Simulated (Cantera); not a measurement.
A perfectly stirred reactor is fed with 6.76 % CH₄, 14.2 % H₂, 14.1 % O₂, 52.8 % N₂, 12.2 % H₂O, equivalence ratio 1.5, at 1.00 atm; it is adiabatic with a 350 K inlet, and is followed from long to short residence time, starting on the burning branch (τ in s: 0.45, 0.18, 0.075, 0.03, 0.012, 0.005, 0.002, 0.00083, 0.00034, 0.00014, 5.6e-05, 2.3e-05).

Computed with Cantera and GRI-Mech 3.0 (53 species, 325 reactions).

One state of this run: T (K) = 1880; x CH₄ = 0.00120; x H₂ = 0.0895; x O₂ = 0.000333; x NO₂ = 1.43e-10; x C₂H₂ = 0.000282; x C₂H₄ = 4.51e-6; x HCN = 1.37e-5. x: mole fraction; the columns are a selection and need not sum to one.

Which value of τ (s) does it belong to?
A) 0.075
B) 5.6e-5
C) 0.00034
D) 0.00014

A, 0.075
